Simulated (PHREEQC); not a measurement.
**Metal-bearing waste water (model solution)**

Consider water at 20 °C with 0.016 mol NiSO4, 0.0019 mol NiCl2, 0.00043 mol H2SO4 and 0.0044 mol Na2SO4 per kg of water. Closed to the air; pH follows from the charge balance.

The numbers come from PHREEQC with the ion-association model, wateq4f.dat.

Each row changes one thing in this solution. This is a speciation only: nothing precipitates in the calculation.

```
case                                      pH  ionic strength (mol/kgw)  SO4-2 (mol/kgw)  Ni+2 (mol/kgw)  HSO4- (mol/kgw)  Ni(SO4)2-2 (mol/kgw)  SI of Morenosite (NiSO4:7H2O)  SI of Ni(OH)2 (Ni(OH)2)
--------------------------------------  ----  ------------------------  ---------------  --------------  ---------------  --------------------  -----------------------------  -----------------------
as made                                 3.33                    0.0589           0.0142          0.0118         0.000314               4.93e-6                          -2.09                    -6.04
NiCl2 left out                          3.34                    0.0548           0.0146          0.0104         0.000323               4.73e-6                          -2.12                    -6.07
NiCl2 from 0.0019 to 0.00038 mol/kgw    3.34                    0.0556           0.0145          0.0107         0.000321               4.78e-6                          -2.11                    -6.07
H2SO4 from 0.00043 to 0.000215 mol/kgw     ?                    0.0586           0.0142          0.0118         0.000157               4.91e-6                          -2.09                        ?
Na2SO4 left out                            ?                    0.0489           0.0108          0.0125         0.000270               3.33e-6                          -2.14                    -6.07
```

Q: What belongs in the gaps?

A: 
- H2SO4 from 0.00043 to 0.000215 mol/kgw, pH: 3.63
- H2SO4 from 0.00043 to 0.000215 mol/kgw, SI of Ni(OH)2 (Ni(OH)2): -5.44
- Na2SO4 left out, pH: 3.30
